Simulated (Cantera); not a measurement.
Input: 1 mol CuO, 0.49 mol C, 0.11 mol N₂, held at 1373 K and 1.90 mbar.

Method: chemical equilibrium by Gibbs-energy minimisation in Cantera with the NASA 1993 tables (ideal gas, pure condensed phases). Candidate condensed phases: C, Cu, CuO, Cu₂O; 27 gas species. Mutual solubility and eutectic melting of coexisting phases are not modelled. Rates play no part.

Base state: CO₂ 0.814, N₂ 0.183, O₂ 0.00310, Cu 0.000416, CO 0.000205, NO 3.63e-5 (mole fractions); condensed: Cu(l) + Cu₂O(s).

Task: What changes in the equilibrium state with this change: pressure from 1.90 mbar to 1.00 bar?

Result: 
| species | before | after |
|---|---|---|
| CO₂ | 0.814 | 0.816 |
| N₂ | 0.183 | 0.183 |
| CO | 0.000205 | 0.000205 |
| O₂ | 0.00310 | 5.89e-6 |
| Cu | 0.000416 | 7.90e-7 |
| NO | 3.63e-5 | 1.59e-6 |
| Cu(l), mol | 0.967 | 0.960 |
| Cu₂O(s), mol | 0.0164 | 0.0201 |
